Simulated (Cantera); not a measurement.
Input: 1 mol SiO₂, 5.1 mol CH₄, 8.1 mol H₂, equilibrated at 1575 K and 4.50 mbar.

Equilibrium computed with Cantera from the NASA thermochemical tables; the gas is ideal and each condensed phase is pure. Candidate condensed phases: C, C₆H₆, C₇H₈, C₈H₁₈, H₂O, Si, SiC, SiO₂; 123 gas species. Rates play no part.

Base state: H₂ 0.901, CO 0.0982, H 0.000588, SiO 0.000260, C₂H₂ (acetylene) 1.90e-5 (mole fractions); condensed: C(graphite) + SiC(s).

Problem. What changes in the equilibrium state with this change: temperature from 1575 K to 2198.15 K?

Solution. 
```tsv
species	before	after
H₂	0.901	0.819
CO	0.0982	0.0925
H	0.000588	0.0752
Si	1.23e-7	0.00859
SiC₂	<1e-9	0.000820
Si₂C	<1e-9	0.000501
Si₂	<1e-9	1.46e-5
SiH	1.87e-8	0.000232
C(graphite), mol	2.11	2.25
SiC(s), mol	0.995	0.744
```
Gases not in the tables: Si₂H₆ and higher silanes.

Problem. What changes in the equilibrium state with this change: temperature from 1575 K to 2423 K?

Solution. 
| species | before | after |
|---|---|---|
| H₂ | 0.901 | 0.656 |
| H | 0.000588 | 0.214 |
| CO | 0.0982 | 0.0835 |
| Si | 1.23e-7 | 0.0322 |
| SiC₂ | <1e-9 | 0.00663 |
| Si₂C | <1e-9 | 0.00104 |
| C₂H | <1e-9 | 0.000100 |
| Si₂ | <1e-9 | 4.22e-5 |
| C(graphite), mol | 2.11 | 2.52 |
| SiC(s), mol | 0.995 | 0 |
Gases not in the tables: Si₂H₆ and higher silanes.

Problem. What changes in the equilibrium state with this change: pressure from 4.50 mbar to 2.30 bar?

Solution. 
```csv
species,before,after
H₂,0.901,0.965
CO,0.0982,0.0307
CH₄,6.64e-6,0.00390
SiO,0.000260,8.10e-5
H₂O,4.09e-7,6.99e-5
H,0.000588,2.69e-5
C₂H₂ (acetylene),1.90e-5,2.04e-5
"C(graphite), mol",2.11,4.16
"SiC(s), mol",0.995,0.288
"SiO₂(β-quartz), mol",0,0.710
```
Mutual solubility and eutectic melting of coexisting phases are not modelled. The tables hold silica as quartz up to 1696 K and as liquid above; real silica turns to tridymite and cristobalite and melts near 1996 K.
